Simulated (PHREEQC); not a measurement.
1 kg of water meets 20 L of dry gas (CO2 0.65, H2 0.35 by moles) at fixed total pressure, at 25 °C; fugacities by Peng-Robinson. The gases take part in no redox reaction, some water evaporates into the gas, and hydrates or a liquid gas phase aren't modelled. Nothing may precipitate in this run.

Model: ion-association model, phreeqc.dat, run in PHREEQC.

```csv
P (atm),dissolved CO2 (all carbonate carbon) (mol/kgw),φ of CO2,p of CO2 (atm),dissolved H2 (mol/kgw),φ of H2,p of H2 (atm),pH
1,0.0211,0.995,0.621,0.000276,1.002,0.348,4.01
2,0.0426,0.990,1.26,0.000561,1.004,0.707,3.86
3,0.0639,0.985,1.90,0.000847,1.006,1.07,3.77
5,0.106,0.975,3.18,0.00142,1.009,1.78,3.66
7.5,0.157,0.963,4.79,0.00214,1.014,2.68,3.58
10,0.206,0.950,6.39,0.00285,1.019,3.57,3.52
15,0.300,0.926,9.60,0.00430,1.029,5.36,3.44
20,0.389,0.903,12.8,0.00575,1.039,7.14,3.38
30,0.550,0.857,19.3,0.00870,1.062,10.7,3.30
40,0.690,0.813,25.7,0.0117,1.086,14.2,3.25
```

Species that the database lacks are ignored.
